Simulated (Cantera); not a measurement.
Input (Python, Cantera) and output of one run.

```python
import numpy as np
import cantera as ct

gas_names = """
    H HO2 H2 H2O H2O2 Li LiH LiO LiOH Li2 Li2O Li2O2 Li2O2H2 O OH O2 O3
""".split()
cond_names = """
    H2O(s) H2O(L) Li(cr) Li(L) LiH(s) LiH(L) LiOH(s) LiOH(L) Li2O(s) Li2O(L)
""".split()


# ... load() reads the species with a 1 bar reference pressure and builds the phases ...
atoms = {
    'LiOH': {'Li': 1, 'O': 1, 'H': 1},
    'H2O': {'H': 2, 'O': 1},
}
top_T = {}  # K; cautious upper limits of use, not melting points


# ... equilibrate(T, P, feed) seeds the gas with the atoms and calls Mixture.equilibrate('TP', solver="vcs", rtol=1e-11, max_steps=5000) ...
results = []
feed = {'LiOH': 1, 'H2O': 1.1}  # mol
P = 730  # Pa
for T in [1650, 1675, 1700, 1725, 1750, 1775, 1800, 1825, 1850, 1875, 1900, 1925, 1950]:
    mix = equilibrate(T, P, feed)
    results.append((T, P, feed, dict(zip(mix.species_names, mix.species_moles))))
    x = sorted(zip(gas.X, gas.species_names), reverse=True)
    print(f"T = {T:g} K  P = {P:g} Pa  gas = {mix.phase_moles(0):.4g} mol")
    print("   x: " + "  ".join(f"{s} {v:.3e}" for v, s in x if v > 0.0001))
    print("   condensed (mol): " + ("  ".join(f"{mix.phase(i).name} {mix.phase_moles(i):.4g}"
          for i in range(1, mix.n_phases) if mix.phase_moles(i) > 1e-12) or "none"))
```

Output:

```
T = 1650 K  P = 730 Pa  gas = 2.104 mol
   x: H2O 5.225e-01  LiOH 4.704e-01  H2 2.026e-03  Li 1.527e-03  Li2O 1.324e-03  O2 1.255e-03  OH 5.576e-04  Li2O2H2 3.367e-04
   condensed (mol): none
T = 1675 K  P = 730 Pa  gas = 2.106 mol
   x: H2O 5.220e-01  LiOH 4.696e-01  H2 2.416e-03  Li 1.945e-03  O2 1.520e-03  Li2O 1.394e-03  OH 6.980e-04  Li2O2H2 2.569e-04
   condensed (mol): none
T = 1700 K  P = 730 Pa  gas = 2.107 mol
   x: H2O 5.214e-01  LiOH 4.687e-01  H2 2.865e-03  Li 2.458e-03  O2 1.831e-03  Li2O 1.465e-03  OH 8.680e-04  Li2O2H2 1.974e-04
   condensed (mol): none
T = 1725 K  P = 730 Pa  gas = 2.109 mol
   x: H2O 5.207e-01  LiOH 4.677e-01  H2 3.380e-03  Li 3.085e-03  O2 2.195e-03  Li2O 1.536e-03  OH 1.073e-03  Li2O2H2 1.527e-04  H 1.264e-04
   condensed (mol): none
T = 1750 K  P = 730 Pa  gas = 2.111 mol
   x: H2O 5.199e-01  LiOH 4.663e-01  H2 3.967e-03  Li 3.844e-03  O2 2.619e-03  Li2O 1.607e-03  OH 1.317e-03  H 1.715e-04  Li2O2H2 1.189e-04
   condensed (mol): none
T = 1775 K  P = 730 Pa  gas = 2.114 mol
   x: H2O 5.190e-01  LiOH 4.648e-01  Li 4.756e-03  H2 4.634e-03  O2 3.109e-03  Li2O 1.677e-03  OH 1.609e-03  H 2.306e-04
   condensed (mol): none
T = 1800 K  P = 730 Pa  gas = 2.116 mol
   x: H2O 5.179e-01  LiOH 4.629e-01  Li 5.847e-03  H2 5.386e-03  O2 3.675e-03  OH 1.953e-03  Li2O 1.745e-03  H 3.076e-04  LiO 1.011e-04
   condensed (mol): none
T = 1825 K  P = 730 Pa  gas = 2.12 mol
   x: H2O 5.167e-01  LiOH 4.607e-01  Li 7.142e-03  H2 6.234e-03  O2 4.324e-03  OH 2.358e-03  Li2O 1.812e-03  H 4.070e-04  LiO 1.249e-04  O 1.183e-04
   condensed (mol): none
T = 1850 K  P = 730 Pa  gas = 2.124 mol
   x: H2O 5.153e-01  LiOH 4.581e-01  Li 8.670e-03  H2 7.183e-03  O2 5.066e-03  OH 2.832e-03  Li2O 1.877e-03  H 5.344e-04  O 1.606e-04  LiO 1.532e-04
   condensed (mol): none
T = 1875 K  P = 730 Pa  gas = 2.129 mol
   x: H2O 5.137e-01  LiOH 4.552e-01  Li 1.046e-02  H2 8.242e-03  O2 5.909e-03  OH 3.385e-03  Li2O 1.939e-03  H 6.965e-04  O 2.164e-04  LiO 1.868e-04
   condensed (mol): none
T = 1900 K  P = 730 Pa  gas = 2.134 mol
   x: H2O 5.119e-01  LiOH 4.517e-01  Li 1.255e-02  H2 9.420e-03  O2 6.865e-03  OH 4.024e-03  Li2O 1.997e-03  H 9.014e-04  O 2.893e-04  LiO 2.263e-04
   condensed (mol): none
T = 1925 K  P = 730 Pa  gas = 2.14 mol
   x: H2O 5.099e-01  LiOH 4.478e-01  Li 1.496e-02  H2 1.072e-02  O2 7.942e-03  OH 4.762e-03  Li2O 2.050e-03  H 1.159e-03  O 3.838e-04  LiO 2.724e-04
   condensed (mol): none
T = 1950 K  P = 730 Pa  gas = 2.148 mol
   x: H2O 5.076e-01  LiOH 4.433e-01  Li 1.774e-02  H2 1.216e-02  O2 9.151e-03  OH 5.608e-03  Li2O 2.098e-03  H 1.480e-03  O 5.054e-04  LiO 3.259e-04
   condensed (mol): none
```

Method: chemical equilibrium by Gibbs-energy minimisation in Cantera with the NASA 1993 tables (ideal gas, pure condensed phases).
